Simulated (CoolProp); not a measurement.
C3F8 (R218) along the isotherm 193.5 K: density (kg/m³) from the reference equation and from simpler models built on Tc = 345.0 K, pc = 2640 kPa, ω = 0.317; each cubic takes its own stable root.

Values from CoolProp's reference Helmholtz-energy equation of state, Lemmon 2006. It is a short technical equation, of lower accuracy than the large ones.

```
p (kPa)   phase  reference  van der Waals  Redlich-Kwong  Soave-Redlich-Kwong
-------  ------  ---------  -------------  -------------  -------------------
88       liquid       1770          10.70           1618                 1675
176      liquid       1770           1095           1618                 1675
264      liquid       1770           1095           1619                 1675
352      liquid       1770           1096           1619                 1676
440      liquid       1771           1097           1620                 1676
528      liquid       1771           1098           1620                 1676
616      liquid       1771           1098           1621                 1677
704      liquid       1771           1099           1621                 1677
792      liquid       1772           1100           1622                 1677
880      liquid       1772           1101           1622                 1678
968      liquid       1772           1101           1623                 1678
1060     liquid       1772           1102           1624                 1679
1140     liquid       1773           1103           1624                 1679
1230     liquid       1773           1103           1625                 1679
1320     liquid       1773           1104           1625                 1680
```

At some of these states van der Waals gives the other phase, because its saturation line lies elsewhere.
